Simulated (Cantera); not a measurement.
Cantera run:

```python
import numpy as np
import cantera as ct

gas_names = """
    B BCL BCL2 BCL3 BH BH2 BH3 BN B2 CL CL2 H HCL H2 N NH NH2 NH3 N2 N2H2 N2H4
""".split()
cond_names = """
    B(b) B(L) BN(s) NH4CL(a) NH4CL(b)
""".split()


# ... load() reads the species with a 1 bar reference pressure and builds the phases ...
atoms = {
    'BCl3': {'B': 1, 'CL': 3},
    'NH3': {'N': 1, 'H': 3},
    'H2': {'H': 2},
}
top_T = {'BN(s)': 3200}  # K; cautious upper limits of use, not melting points


# ... equilibrate(T, P, feed) seeds the gas with the atoms and calls Mixture.equilibrate('TP', solver="vcs", rtol=1e-11, max_steps=5000) ...
results = []
feed = {'BCl3': 1, 'NH3': 0.38, 'H2': 2.4}  # mol
P = 1000  # Pa
for T in [1198, 1223, 1248, 1273, 1298, 1323, 1348, 1373]:
    mix = equilibrate(T, P, feed)
    results.append((T, P, feed, dict(zip(mix.species_names, mix.species_moles))))

top = {s: max(r[3][s] / sum(r[3][g] for g in gas_names) for r in results) for s in gas_names}
cols = sorted((s for s in top if top[s] > 0.0001), key=lambda s: -top[s])[:7]
seen = [c for c in cond_names if any(r[3].get(c, 0) > 1e-12 for r in results)]
print("log10 of partial pressures in bar; condensed amounts in mol")
print(f"{'T/K':>10s}" + "".join(f"{s[:9]:>10s}" for s in cols + seen))
for T, P, feed, n in results:
    ng = sum(n[g] for g in gas_names)
    print(f"{T:10.4g}" + "".join(f"{np.log10(max(n[s] / ng * P / 1e5, 1e-99)):10.3f}" for s in cols)
          + "".join(f"{n.get(c, 0):10.4g}" for c in seen))
```

It prints:

```
log10 of partial pressures in bar; condensed amounts in mol
       T/K        H2       HCL      BCL3      BCL2       BCL      B(b)     BN(s)
      1198    -2.239    -2.562    -2.827    -6.162    -7.191         0      0.38
      1223    -2.241    -2.557    -2.831    -5.971    -6.893  0.004888      0.38
      1248    -2.248    -2.532    -2.849    -5.823    -6.667   0.02803      0.38
      1273    -2.256    -2.510    -2.867    -5.683    -6.450   0.05097      0.38
      1298    -2.263    -2.489    -2.887    -5.549    -6.242   0.07361      0.38
      1323    -2.271    -2.469    -2.906    -5.421    -6.042   0.09586      0.38
      1348    -2.279    -2.450    -2.927    -5.298    -5.850    0.1176      0.38
      1373    -2.286    -2.433    -2.948    -5.181    -5.666    0.1388      0.38
```

Cantera equilibrium calculation (NASA polynomials, part measured and part estimated; ideal gas, pure solids and liquids). Mutual solubility and eutectic melting of coexisting phases are not modelled. The tables' values for BCl2, BCl are old estimates; treat these amounts as uncertain. Gases not in the tables: BHCl2.
